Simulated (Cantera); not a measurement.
An adiabatic, constant-volume homogeneous reactor starts with H₂ : O₂ : N₂ : NO = 2 : 1.06 : 4 : 0.013 (molar parts), at 1100 K and 5.00 bar.

Model: GRI-Mech 3.0 (53 species, 325 reactions), integrated in Cantera. The hydrogen kinetics of GRI-Mech 3.0 are dated; newer H2 mechanisms differ, most at raised pressure. The mechanism lacks 2 NO + O2 → 2 NO2 and HONO, so NO2 and the effect of NO are under-described below about 1400 K. Above 3000 K some thermodynamic fits are extrapolated.

x: mole fraction; the columns are a selection and need not sum to one.

```
t (s)     T (K)  P (bar)    x H₂    x O₂     x NO    x HO₂     x H₂O      x H    x NO₂
--------  -----  -------  ------  ------  -------  -------  --------  -------  -------
1.00e-5    1100     5.00   0.283   0.150  0.00184  2.30e-7   4.32e-7  6.08e-8  1.65e-7
2.85e-5    1102     5.01   0.283   0.150  0.00179  6.49e-5  0.000181  1.89e-5  4.86e-5
8.09e-5    3042     12.3  0.0315       …        …        …     0.269  0.00915        …
0.000230   3033     12.2  0.0322  0.0146   0.0115  1.86e-5     0.269  0.00903  5.97e-6
0.000655   3033     12.2  0.0322  0.0145   0.0117  1.85e-5     0.269  0.00903  6.08e-6
0.00186    3033     12.2  0.0322  0.0145   0.0117  1.85e-5     0.269  0.00903  6.08e-6
0.00530    3033     12.2  0.0322  0.0145   0.0117  1.85e-5     0.269  0.00903  6.08e-6
0.0151     3033     12.2  0.0322  0.0145   0.0117  1.85e-5     0.269  0.00903  6.08e-6
0.0429     3033     12.2  0.0322  0.0145   0.0117  1.85e-5     0.269  0.00903  6.08e-6
0.122      3033     12.2  0.0322  0.0145   0.0117  1.85e-5     0.269  0.00903  6.08e-6
0.347      3033     12.2  0.0322  0.0145   0.0117  1.85e-5     0.269  0.00903  6.08e-6
0.988      3033     12.2  0.0322  0.0145   0.0117  1.85e-5     0.269  0.00903  6.08e-6
2.81       3033     12.2  0.0322  0.0145   0.0117  1.85e-5     0.269  0.00903  6.08e-6
8.00       3033     12.2  0.0322  0.0145   0.0117  1.85e-5     0.269  0.00903  6.08e-6
```

Question: Some entries are withheld; supply them.

Answer: 
- 8.09e-5, x O₂: 0.0161
- 8.09e-5, x NO: 0.00691
- 8.09e-5, x HO₂: 2.04e-5
- 8.09e-5, x NO₂: 3.75e-6
